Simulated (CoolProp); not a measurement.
Values from CoolProp's reference Helmholtz-energy equation of state, Lemmon 2013.

Question: For propylene, give the phase and the density (kg/m³), cv (kJ/(kg K)), Prandtl number, fugacity coefficient at -21.45 °C and 5400 kPa.

Answer: 
- -21.45 °C and 5400 kPa: liquid; density 584, cv 1.42, Prandtl number 2.58, fugacity coefficient 0.0597

Viscosity comes from a separate model (Huber 2003), an estimate that may be off by 10 % or more. Thermal conductivity comes from a separate model (Huber 2003), an estimate that may be off by 10 % or more.
